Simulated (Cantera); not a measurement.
Input: 1 mol SiO₂, 0.62 mol Al₂O₃, 5.6 mol H₂, equilibrated at 900 K and 1.00 bar.

Cantera equilibrium calculation (NASA polynomials, part measured and part estimated; ideal gas, pure solids and liquids). Candidate condensed phases: Al, Al₂O₃, Al₂SiO₅, Al₆Si₂O₁₃, H₂O, Si, SiO₂; 28 gas species. Condensed phases not in the tables: alloys, solid solutions and most ternary compounds. The numbers say what is thermodynamically allowed, not how fast it happens.

Base state: H₂ 1.00 (mole fractions); condensed: Al₂SiO₅(andalusite) + SiO₂(β-quartz).

### Question
What changes in the equilibrium state with this change: temperature from 900 K to 1900 K?

### Answer
```json
[
 {"species": "H₂", "before": "1.00", "after": "0.992"},
 {"species": "SiO", "before": "<1e-9", "after": "0.00371"},
 {"species": "H₂O", "before": "1.33e-9", "after": "0.00371"},
 {"species": "H", "before": "<1e-9", "after": "0.000790"},
 {"species": "Al₂SiO₅(andalusite), mol", "before": "0.620", "after": "0"},
 {"species": "SiO₂(β-quartz), mol", "before": "0.380", "after": "0"},
 {"species": "Al₆Si₂O₁₃(mullite), mol", "before": "0", "after": "0.207"},
 {"species": "SiO₂(condensed), mol", "before": "0", "after": "0.566"}
]
```
Mutual solubility and eutectic melting of coexisting phases are not modelled. The tables hold silica as quartz up to 1696 K and as liquid above; real silica turns to tridymite and cristobalite and melts near 1996 K.

### Question
What changes in the equilibrium state with this change: temperature from 900 K to 2600 K?

### Answer
```csv
species,before,after
H₂,1.00,0.671
SiO,<1e-9,0.149
H₂O,1.33e-9,0.147
H,<1e-9,0.0314
AlOH,<1e-9,7.18e-5
OH,<1e-9,0.00160
SiO₂,<1e-9,0.000251
AlO₂H,<1e-9,5.70e-5
O,<1e-9,4.84e-5
"Al₂SiO₅(andalusite), mol",0.620,0
"SiO₂(β-quartz), mol",0.380,0
"Al₂O₃(l), mol",0,0.619
```
The tables' values for SiO₂, AlOH are old estimates; treat these amounts as uncertain. Gases not in the tables: Al(OH)₃.

### Question
What changes in the equilibrium state with this change: temperature from 900 K to 1598.15 K?

### Answer
| species | before | after |
|---|---|---|
| H₂ | 1.00 | 1.000 |
| H₂O | 1.33e-9 | 0.000156 |
| SiO | <1e-9 | 0.000156 |
| H | <1e-9 | 5.33e-5 |
| Al₂SiO₅(andalusite), mol | 0.620 | 0 |
| SiO₂(β-quartz), mol | 0.380 | 0.586 |
| Al₆Si₂O₁₃(mullite), mol | 0 | 0.207 |
Mutual solubility and eutectic melting of coexisting phases are not modelled. The tables hold silica as quartz up to 1696 K and as liquid above; real silica turns to tridymite and cristobalite and melts near 1996 K.
